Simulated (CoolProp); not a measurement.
Saturation properties of hexamethyldisiloxane (MM) (Tc = 245.6 °C, pc = 1931 kPa, ω = 0.418).

Values from CoolProp's reference Helmholtz-energy equation of state, Thol 2016.

```csv
T (°C),p (kPa),enthalpy of vaporisation (kJ/kg),vapour Z
124.45,193.2,179.5,0.9000
129.25,217.5,176.6,0.8913
134.05,244.1,173.7,0.8821
138.85,273.1,170.8,0.8723
143.55,303.9,167.8,0.8622
148.35,338.1,164.6,0.8513
153.15,375.1,161.4,0.8399
157.95,415.1,158.0,0.8278
162.65,457.3,154.7,0.8153
167.45,503.7,151.1,0.8019
172.25,553.7,147.4,0.7878
177.05,607.2,143.5,0.7729
181.75,663.5,139.6,0.7575
186.55,724.9,135.4,0.7410
191.35,790.6,131.0,0.7234
```

It boils at 100.5 °C under 1 atm.
